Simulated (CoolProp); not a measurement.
Vapour-liquid equilibrium of R13 (1) + isobutane (2) at 0.066 MPa; x and y are mole fractions of (1).

Values from CoolProp's multi-fluid Helmholtz-energy mixture model, Platzer 1990 and Bücker 2006; pair parameters Bell 2016. This equation is an older, rougher fit; its heat capacities, sound speeds and derivatives of the liquid may be far off and weren't checked against measurements.

| x | bubble temperature (K) | y at the bubble point | dew temperature at overall composition x (K) | liquid density (mol/L) |
|---|---|---|---|---|
| 0.05 | 228.2 | 0.674 | 249.8 | 10.93 |
| 0.15 | 208.1 | 0.909 | 247.3 | 11.54 |
| 0.25 | 199.9 | 0.953 | 244.5 | 11.96 |
| 0.35 | 195.5 | ___ | 241.5 | 12.33 |
| 0.45 | 192.8 | 0.977 | 238.1 | 12.68 |
| 0.55 | 190.8 | 0.982 | 234.1 | 13.03 |
| 0.65 | 189.3 | 0.986 | 229.4 | 13.39 |
| 0.75 | 187.8 | 0.990 | ___ | 13.76 |
| 0.85 | 186.4 | ___ | 215.3 | 14.17 |
| 0.95 | 184.9 | 0.998 | 200.5 | 14.60 |

Problem. Some entries are withheld; supply them.

Solution. 
- 0.35, y at the bubble point: 0.969
- 0.75, dew temperature at overall composition x (K): 223.5
- 0.85, y at the bubble point: 0.993

No azeotrope shows between x = 0.05 and 0.95.

Pair parameters are fitted to limited data, so mixtures are less certain than the pure fluids. With so large a gap from Raoult's law the liquid may split in two, which this calculation doesn't test in full.
